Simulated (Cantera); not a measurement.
Input: 1 mol CO, 1.3 mol O₂, 3 mol H₂, held at 1573.15 K and 32.0 bar.

Method: chemical equilibrium by Gibbs-energy minimisation in Cantera with the NASA 1993 tables (ideal gas, pure condensed phases). Candidate condensed phases: C, C₆H₆, C₇H₈, C₈H₁₈, H₂O; 110 gas species. The ideal-gas law is rough above about 30 bar. Rates play no part.

Base state: H₂O 0.535, H₂ 0.215, CO 0.135, CO₂ 0.115 (mole fractions); condensed: gas only.

Question: What changes in the equilibrium state with this change: O₂ from 1.3 to 0.092 mol?

Answer: 
```json
[
 {"species": "H₂", "before": "0.215", "after": "0.703"},
 {"species": "CO", "before": "0.135", "after": "0.243"},
 {"species": "H₂O", "before": "0.535", "after": "0.0447"},
 {"species": "CO₂", "before": "0.115", "after": "0.00533"},
 {"species": "CH₄", "before": "4.91e-6", "after": "0.00369"}
]
```
